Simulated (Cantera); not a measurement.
**Low-pressure radical oxidation in H2/O2**

A perfectly stirred reactor is fed with 1.67 % H₂, 98.3 % O₂, equivalence ratio 0.0085, at 1100 Pa; it is held at 1198 K, and followed from long to short residence time.

Computed with Cantera and the H2/O2 subset of GRI-Mech 3.0, which has no nitrogen chemistry. Radical loss at walls, strong at low pressure, is not modelled.

```tsv
τ (s)	x H₂	x O₂	x O	x OH	x H₂O	x HO₂	x H
27	1.10e-5	0.983	0.000412	0.000231	0.0167	1.98e-7	6.24e-6
7.3	2.39e-5	0.982	0.000958	0.000354	0.0166	3.36e-7	2.22e-5
2.0	5.04e-5	0.981	0.00212	0.000533	0.0165	5.28e-7	7.43e-5
0.54	0.000106	0.978	0.00437	0.000780	0.0162	7.71e-7	0.000225
0.15	0.000223	0.975	0.00752	0.00108	0.0157	1.02e-6	0.000538
0.040	0.000527	0.972	0.0102	0.00144	0.0150	1.27e-6	0.000993
0.011	0.00139	0.971	0.0108	0.00192	0.0137	1.52e-6	0.00143
0.0030	0.00391	0.973	0.00875	0.00244	0.0108	1.69e-6	0.00160
```
x: mole fraction; the columns are a selection and need not sum to one.
